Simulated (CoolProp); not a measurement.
Properties of sulfur dioxide along the isotherm 251.85 °C.

Values from CoolProp's reference Helmholtz-energy equation of state, Gao 2016.

```csv
p (MPa),phase,density (kg/m³),cp (kJ/(kg K)),speed of sound (m/s),Joule-Thomson coefficient (K/MPa)
0.263,gas,3.882,0.7431,286.7,7.534
0.526,gas,7.809,0.7492,285.8,7.530
0.789,gas,11.78,0.7554,284.9,7.524
1.05,gas,15.77,0.7617,284.0,7.518
1.31,gas,19.79,0.7682,283.1,[?]
1.58,gas,24.02,0.7751,282.2,7.503
1.84,gas,28.14,0.7819,281.3,7.495
2.1,gas,[?],0.7890,280.4,7.486
2.37,gas,36.70,0.7965,279.5,7.475
2.63,gas,40.98,0.8039,278.6,7.464
2.89,gas,45.31,0.8116,277.7,7.453
3.15,gas,49.70,0.8195,276.9,7.440
3.42,gas,[?],0.8279,276.0,7.426
3.68,gas,58.83,0.8363,275.1,7.411
3.94,gas,63.39,0.8449,274.3,7.396
```

### Question
Complete the blanks.

### Answer

- 1.31, Joule-Thomson coefficient (K/MPa): 7.511
- 2.1, density (kg/m³): 32.31
- 3.42, density (kg/m³): 54.32
